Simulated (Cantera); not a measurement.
**Silicon carbide growth: CH₃SiH₃ + C₃H₈ + H₂**

Input: 1 mol CH₃SiH₃, 0.03 mol C₃H₈, 96 mol H₂, held at 0.133 bar.

Cantera equilibrium calculation (NASA polynomials, part measured and part estimated; ideal gas, pure solids and liquids). Candidate condensed phases: C, C₆H₆, C₇H₈, C₈H₁₈, Si, SiC; 87 gas species. The feed counts by its element totals alone. Gases not in the tables: Si₂H₆ and higher silanes. Equilibrium is a limit: real reactors are often held back by kinetics, nucleation or transport.

```json
[
 {"T (K)": "2373", "x H₂": "0.955", "x H": "0.0374", "x Si": "0.00350", "x C₂H₂ (acetylene)": "0.00251", "x SiC₂": "0.000263", "n SiC(s)": "0.485"},
 {"T (K)": "2398", "x H₂": "0.949", "x H": "0.0420", "x Si": "0.00441", "x C₂H₂ (acetylene)": "0.00302", "x SiC₂": "0.000388", "n SiC(s)": "0.339"},
 {"T (K)": "2423", "x H₂": "0.942", "x H": "0.0471", "x Si": "0.00553", "x C₂H₂ (acetylene)": "0.00363", "x SiC₂": "0.000569", "n SiC(s)": "0.156"},
 {"T (K)": "2448", "x H₂": "0.934", "x H": "0.0527", "x Si": "0.00652", "x C₂H₂ (acetylene)": "0.00414", "x SiC₂": "0.000744", "n SiC(s)": "0"},
 {"T (K)": "2473", "x H₂": "0.928", "x H": "0.0588", "x Si": "0.00674", "x C₂H₂ (acetylene)": "0.00417", "x SiC₂": "0.000753", "n SiC(s)": "0"},
 {"T (K)": "2498", "x H₂": "0.921", "x H": "0.0655", "x Si": "0.00694", "x C₂H₂ (acetylene)": "0.00419", "x SiC₂": "0.000758", "n SiC(s)": "0"},
 {"T (K)": "2523", "x H₂": "0.914", "x H": "0.0728", "x Si": "0.00711", "x C₂H₂ (acetylene)": "0.00420", "x SiC₂": "0.000760", "n SiC(s)": "0"},
 {"T (K)": "2548", "x H₂": "0.906", "x H": "0.0806", "x Si": "0.00725", "x C₂H₂ (acetylene)": "0.00421", "x SiC₂": "0.000759", "n SiC(s)": "0"},
 {"T (K)": "2573", "x H₂": "0.897", "x H": "0.0891", "x Si": "0.00737", "x C₂H₂ (acetylene)": "0.00422", "x SiC₂": "0.000756", "n SiC(s)": "0"},
 {"T (K)": "2598", "x H₂": "0.888", "x H": "0.0983", "x Si": "0.00747", "x C₂H₂ (acetylene)": "0.00422", "x SiC₂": "0.000750", "n SiC(s)": "0"},
 {"T (K)": "2623", "x H₂": "0.878", "x H": "0.108", "x Si": "0.00755", "x C₂H₂ (acetylene)": "0.00421", "x SiC₂": "0.000742", "n SiC(s)": "0"}
]
```
x: gas mole fraction; n: condensed amount in mol.

From 2373 K to 2423 K the condensed part is SiC(s). From 2448 K to 2623 K nothing is condensed. The main Si-bearing gas is Si throughout.
